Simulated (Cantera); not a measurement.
A perfectly stirred reactor is fed with 100 % N₂O, at 120000 Pa; it is held at 1350 K, and followed from long to short residence time.

Model: GRI-Mech 3.0 (53 species, 325 reactions), integrated in Cantera. GRI-Mech 3.0 was tuned for natural gas; its chemistry of N2O as a main component is partial and can be far from experiment. The mechanism lacks the step 2 NO + O2 → 2 NO2, which can matter for NO2 below about 1400 K. The temperature is held fixed by assumption; the heat of reaction is taken as removed at once.

x: mole fraction; the columns are a selection and need not sum to one.

```json
[
 {"τ (s)": "0.88", "x N₂O": "0.111", "x O₂": "0.267", "x NO": "0.0583", "x O": "5.44e-6", "x N₂": "0.563"},
 {"τ (s)": "0.50", "x N₂O": "(withheld)", "x O₂": "(withheld)", "x NO": "0.0623", "x O": "(withheld)", "x N₂": "0.521"},
 {"τ (s)": "0.29", "x N₂O": "0.251", "x O₂": "0.218", "x NO": "0.0629", "x O": "7.87e-6", "x N₂": "0.467"},
 {"τ (s)": "0.16", "x N₂O": "0.364", "x O₂": "0.182", "x NO": "0.0589", "x O": "9.21e-6", "x N₂": "0.394"},
 {"τ (s)": "0.093", "x N₂O": "0.484", "x O₂": "0.146", "x NO": "0.0511", "x O": "1.03e-5", "x N₂": "0.318"},
 {"τ (s)": "0.053", "x N₂O": "0.613", "x O₂": "0.109", "x NO": "0.0404", "x O": "1.13e-5", "x N₂": "0.238"},
 {"τ (s)": "0.030", "x N₂O": "0.730", "x O₂": "0.0751", "x NO": "0.0291", "x O": "1.21e-5", "x N₂": "0.165"},
 {"τ (s)": "0.017", "x N₂O": "0.824", "x O₂": "0.0488", "x NO": "0.0194", "x O": "1.26e-5", "x N₂": "0.108"},
 {"τ (s)": "0.0098", "x N₂O": "0.889", "x O₂": "0.0306", "x NO": "0.0124", "x O": "1.29e-5", "x N₂": "0.0676"},
 {"τ (s)": "0.0056", "x N₂O": "0.933", "x O₂": "(withheld)", "x NO": "(withheld)", "x O": "1.31e-5", "x N₂": "(withheld)"}
]
```

**Question.** Complete the blanks.

**Answer.** 
- 0.50, x N₂O: 0.171
- 0.50, x O₂: 0.245
- 0.50, x O: 6.63e-6
- 0.0056, x O₂: 0.0185
- 0.0056, x NO: 0.00756
- 0.0056, x N₂: 0.0408
